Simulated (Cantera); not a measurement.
## Stirred combustor or abatement burner

A perfectly stirred reactor is fed with CH4 : CO : O2 : N2 = 1 : 0.84 : 1.51 : 7.26 (molar parts), equivalence ratio 1.6, at 750 Torr; it is adiabatic with a 600 K inlet, and is followed from long to short residence time, starting on the burning branch (τ in s: 0.03, 0.015, 0.0079, 0.0041, 0.0021, 0.0011, 0.00056, 0.00029, 0.00015, 7.8e-05, 4e-05, 2.1e-05, 1.1e-05).

Computed with Cantera and GRI-Mech 3.0 (53 species, 325 reactions).

| τ (s) | T (K) | x CH4 | x CO | x O2 | x CH2O | x OH | x NO | x CO2 |
|---|---|---|---|---|---|---|---|---|
| 0.030 | 1951 | 0.000680 | 0.108 | 0.000433 | 7.78e-6 | 0.000177 | 9.44e-5 | 0.0568 |
| 0.015 | 1946 | 0.000803 | 0.108 | 0.000694 | 1.19e-5 | 0.000221 | 9.50e-5 | 0.0566 |
| 0.0079 | 1940 | 0.000920 | 0.108 | 0.00106 | 1.73e-5 | 0.000275 | 9.25e-5 | 0.0562 |
| 0.0041 | 1931 | 0.00107 | 0.108 | 0.00163 | 2.54e-5 | 0.000343 | 8.56e-5 | 0.0554 |
| 0.0021 | 1917 | 0.00133 | 0.109 | 0.00261 | 3.83e-5 | 0.000419 | 7.33e-5 | 0.0540 |
| 0.0011 | 1894 | 0.00178 | 0.110 | 0.00431 | 5.92e-5 | 0.000484 | 5.58e-5 | 0.0516 |
| 0.00056 | 1842 | 0.00308 | 0.113 | 0.00873 | 0.000109 | 0.000477 | 2.86e-5 | 0.0461 |
| 0.00029 | 600 | 0.0943 | 0.0792 | 0.142 | <1e-12 | <1e-12 | <1e-12 | <1e-12 |
| 0.00015 | 600 | 0.0943 | 0.0792 | 0.142 | <1e-12 | <1e-12 | <1e-12 | <1e-12 |
| 7.8e-5 | 600 | 0.0943 | 0.0792 | 0.142 | <1e-12 | <1e-12 | <1e-12 | <1e-12 |
| 4.0e-5 | 600 | 0.0943 | 0.0792 | 0.142 | <1e-12 | <1e-12 | <1e-12 | <1e-12 |
| 2.1e-5 | 600 | 0.0943 | 0.0792 | 0.142 | <1e-12 | <1e-12 | <1e-12 | <1e-12 |
| 1.1e-5 | 600 | 0.0943 | 0.0792 | 0.142 | <1e-12 | <1e-12 | <1e-12 | <1e-12 |
x: mole fraction; the columns are a selection and need not sum to one.
